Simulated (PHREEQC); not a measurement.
## Alkaline etch or developer (model solution)

Consider water at 25 °C with 0.014 mol LiOH and 0.00012 mol H4SiO4 per kg of water. Closed to the air; pH follows from the charge balance.

Equilibrium calculation in PHREEQC: ion-association model, wateq4f.dat.

No solid was allowed to form.

Problem. Predict the pH.

Solution. pH 12.09.

Problem. In which forms is Si present?

Solution. H3SiO4- 89 %, H2SiO4-2 10 % of the Si.
